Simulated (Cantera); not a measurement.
A closed system holds: 1 mol Si2H6, 0.62 mol NO, equilibrated at 0.525 Torr.

Equilibrium computed with Cantera from the NASA thermochemical tables; the gas is ideal and each condensed phase is pure. Candidate condensed phases: H2O, Si, SiO2, Si2N2O, Si3N4; 35 gas species. The feed counts by its element totals alone. The tables' values for SiN are old estimates; treat these amounts as uncertain. Gases not in the tables: Si2H6 and higher silanes. Kinetics and transport are ignored. All values below are at 1998 K.

Base state: H2 0.672, SiO 0.144, N2 0.0719, Si 0.0608, H 0.0497, SiH 0.000898, Si2 0.000627, Si2N 0.000148 (mole fractions); condensed: Si(l).

Problem. What changes in the equilibrium state with this change: pressure from 0.525 Torr to 51.8 Torr?

Solution. 
```tsv
species	before	after
H2	0.672	0.758
SiO	0.144	0.157
N2	0.0719	0.0786
Si	0.0608	0.000616
H	0.0497	0.00532
Si3	0.000135	1.36e-6
Si2	0.000627	6.36e-6
SiN	0.000113	1.19e-5
Si2N	0.000148	1.56e-5
SiH	0.000898	9.61e-5
Si(l), mol	1.11	1.38
```
